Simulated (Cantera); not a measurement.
Charge: 1 mol MgO, 2.8 mol HCl, held at 600 °C and 62.0 mbar.

Cantera equilibrium calculation (NASA polynomials, part measured and part estimated; ideal gas, pure solids and liquids). Candidate condensed phases: H2O, Mg, MgCl2, MgO, Mg(OH)2; 22 gas species. Condensed phases not in the tables: MgOHCl. Rates play no part.

**Question.** What is the equilibrium state?

**Answer.** 
- x(HCl) = 0.973
- x(H2O) = 0.0265
- x(MgCl2) = 5.23e-5
- x(H2) = 1.07e-6
- n(MgCl2(s)) = 0.0722 mol
- n(MgO(s)) = 0.928 mol
- gas amount = 2.728 mol
- log10 activity of Mg(s) (absent) = -22.81
